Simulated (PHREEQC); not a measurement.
1.5 g of hydrous ferric oxide (600 m²/g; 0.2 weak and 0.005 strong sites per Fe, Dzombak-Morel constants, diffuse double layer) in 1 kg of water with 0.3 mol/kgw of an inert sodium salt and 1.1 mmol/kgw PbCl2, at 25 °C; the pH is set by adding NaOH or the inert anion's acid. Oxygen is held at 0.21 atm. CO2 from the air is kept out. Nothing may precipitate in this run.

The numbers come from PHREEQC with the ion-association model, wateq4f.dat.

Task: Predict Pb sorbed (%), surface charge σ (C/m²) at pH = 3, 3.38, 3.75, 6, 7.88.

Result: 
| pH | Pb sorbed (%) | surface charge σ (C/m²) |
|---|---|---|
| 3 | 3.1 | 0.368 |
| 3.38 | 6.1 | 0.365 |
| 3.75 | 7.6 | 0.358 |
| 6 | 96.1 | 0.192 |
| 7.88 | 100.0 | 0.055 |

Complexes and solids missing from the database can't appear. The oxide is taken as insoluble; below pH 4 it would dissolve.
